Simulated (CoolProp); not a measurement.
Vapour-liquid equilibrium of R125 (1) + cyclopropane (2) at 0.943 MPa; x and y are mole fractions of (1).

Values from CoolProp's multi-fluid Helmholtz-energy mixture model, Lemmon 2005 and Polt 1992; pair parameters Bell 2016. This equation is an older, rougher fit; its heat capacities, sound speeds and derivatives of the liquid may be far off and weren't checked against measurements.

Problem. Give the bubble temperature and the first vapour's composition at x = 0.05, 0.65, 0.8. Is there an azeotrope?

Solution. x = 0.05: 301.5 K, y = 0.176; x = 0.65: 283.2 K, y = 0.696; x = 0.8: 282.8 K, y = 0.794. y crosses x between x = 0.65 and 0.8: the model has an azeotrope there.

The pair parameters rest on a limited set of measurements; away from them the model extrapolates.
